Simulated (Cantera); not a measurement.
**Equilibrium for sublimation and decomposition of ceramics: AlN + C + N2**

Input: 1 mol AlN, 0.92 mol C, 2 mol N2, held at 2575 K and 0.820 bar.

Cantera equilibrium calculation (NASA polynomials, part measured and part estimated; ideal gas, pure solids and liquids). Candidate condensed phases: Al, AlN, C; 16 gas species. The numbers say what is thermodynamically allowed, not how fast it happens.

```json
{
  "x(N2)": "0.864",
  "x(Al)": "0.136",
  "x(Al2)": "0.000448",
  "x(CN)": "0.000194",
  "x(C2N2)": "0.000104",
  "x(AlC)": "2.75e-6",
  "x(C3)": "1.88e-6",
  "n(AlN(s))": "0.656 mol",
  "n(C(graphite))": "0.919 mol",
  "gas_amount": "2.514 mol",
  "log10 activity of Al(l) (absent)": "-0.48"
}
```
